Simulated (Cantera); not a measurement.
**Hydrocarbon pyrolysis for carbon deposition**

An isothermal, constant-pressure homogeneous reactor starts with 4.55 % C2H6, 95.5 % H2, at 1575 K and 1.01 bar.

Detailed kinetics in Cantera: GRI-Mech 3.0 (53 species, 325 reactions). GRI-Mech 3.0 stops at C3 and has no aromatics, soot or wall deposition, so with more carbon than oxygen in the feed, carbon stays in small species such as C2H2 where larger ones or solid carbon would form.

```json
[
 {"t (s)": "5.00e-6", "x C2H6": "0.0424", "x H2": "0.953", "x C2H4": "0.00151", "x H": "0.000262", "x CH4": "0.00147", "x C2H2": "2.59e-6", "x CH3": "0.000457"},
 {"t (s)": "1.77e-5", "x C2H6": "0.0261", "x H2": "0.947", "x C2H4": "0.0107", "x H": "0.000543", "x CH4": "0.0133", "x C2H2": "0.000222", "x CH3": "0.00103"},
 {"t (s)": "6.30e-5", "x C2H6": "0.00375", "x H2": "0.938", "x C2H4": "0.0208", "x H": "0.000415", "x CH4": "0.0334", "x C2H2": "0.00269", "x CH3": "0.000392"},
 {"t (s)": "0.000224", "x C2H6": "0.000251", "x H2": "0.938", "x C2H4": "0.0187", "x H": "0.000127", "x CH4": "0.0364", "x C2H2": "0.00675", "x CH3": "0.000102"},
 {"t (s)": "0.000794", "x C2H6": "5.00e-5", "x H2": "0.938", "x C2H4": "0.0146", "x H": "5.65e-5", "x CH4": "0.0367", "x C2H2": "0.0108", "x CH3": "4.51e-5"},
 {"t (s)": "0.00282", "x C2H6": "2.59e-5", "x H2": "0.938", "x C2H4": "0.00826", "x H": "4.78e-5", "x CH4": "0.0369", "x C2H2": "0.0168", "x CH3": "3.83e-5"},
 {"t (s)": "0.0100", "x C2H6": "1.17e-5", "x H2": "0.938", "x C2H4": "0.00330", "x H": "4.28e-5", "x CH4": "0.0372", "x C2H2": "0.0214", "x CH3": "3.45e-5"},
 {"t (s)": "0.0355", "x C2H6": "1.04e-5", "x H2": "0.938", "x C2H4": "0.00280", "x H": "4.21e-5", "x CH4": "0.0378", "x C2H2": "0.0216", "x CH3": "3.45e-5"},
 {"t (s)": "0.126", "x C2H6": "1.05e-5", "x H2": "0.937", "x C2H4": "0.00270", "x H": "4.17e-5", "x CH4": "0.0398", "x C2H2": "0.0208", "x CH3": "3.59e-5"},
 {"t (s)": "0.447", "x C2H6": "1.07e-5", "x H2": "0.934", "x C2H4": "0.00248", "x H": "4.08e-5", "x CH4": "0.0440", "x C2H2": "0.0191", "x CH3": "3.90e-5"},
 {"t (s)": "1.59", "x C2H6": "1.09e-5", "x H2": "0.933", "x C2H4": "0.00231", "x H": "4.02e-5", "x CH4": "0.0473", "x C2H2": "0.0177", "x CH3": "4.14e-5"},
 {"t (s)": "5.63", "x C2H6": "1.09e-5", "x H2": "0.932", "x C2H4": "0.00230", "x H": "4.01e-5", "x CH4": "0.0475", "x C2H2": "0.0176", "x CH3": "4.15e-5"},
 {"t (s)": "20.0", "x C2H6": "1.09e-5", "x H2": "0.932", "x C2H4": "0.00230", "x H": "4.01e-5", "x CH4": "0.0475", "x C2H2": "0.0176", "x CH3": "4.15e-5"}
]
```
x: mole fraction; the columns are a selection and need not sum to one.

Equilibrium at this temperature and pressure: C2H6 1.09e-5, H2 0.932, C2H4 0.00230, H 4.01e-5, CH4 0.0475, C2H2 0.0176, CH3 4.15e-5 (gas phase only).
